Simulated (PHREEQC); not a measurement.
Dissolve 0.045 mol/kgw Ba(NO3)2 and 0.034 mol/kgw Mn(NO3)2 at 25 °C. Closed to the air; pH follows from the charge balance.

Equilibrium calculation in PHREEQC: ion-association model, wateq4f.dat.

```json
{
  "pH": "6.26",
  "ionic_strength": "0.236 mol/kgw"
}
```

```
species   molality  activity   log γ
--------  --------  --------  ------
NO3-         0.157     0.107  -0.167
Ba+2        0.0450    0.0126  -0.551
Mn+2        0.0336    0.0105  -0.506
Mn(NO3)2  0.000450  0.000475   0.024
H+         6.95e-7   5.50e-7  -0.102
MnOH+      6.68e-7   4.87e-7  -0.138
OH-        2.61e-8   1.81e-8  -0.159
BaOH+      1.07e-9  7.76e-10  -0.138
```

Precipitation was switched off in this run.
